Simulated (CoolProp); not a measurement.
n-perfluorobutane along the isotherm 119.45 °C: Z from the reference equation and from simpler models built on Tc = 113.2 °C, pc = 2.322 MPa, ω = 0.372; each cubic takes its own stable root.

Values from CoolProp's reference Helmholtz-energy equation of state, Gao 2022.

```csv
p (MPa),phase,reference,Redlich-Kwong,Peng-Robinson
0.909,gas,0.8663,0.8606,0.8484
1.82,gas,0.6799,0.6768,0.6576
2.73,supercritical,0.2634,0.2919,0.2898
3.64,supercritical,0.2683,0.3085,0.2856
4.55,supercritical,0.3131,0.3524,0.3227
5.45,supercritical,0.3600,0.3985,0.3632
6.36,supercritical,0.4078,0.4454,0.4048
7.27,supercritical,0.4554,0.4919,0.4462
8.18,supercritical,0.5026,0.5380,0.4874
9.09,supercritical,0.5494,0.5835,0.5281
10,supercritical,0.5959,0.6285,0.5684
```
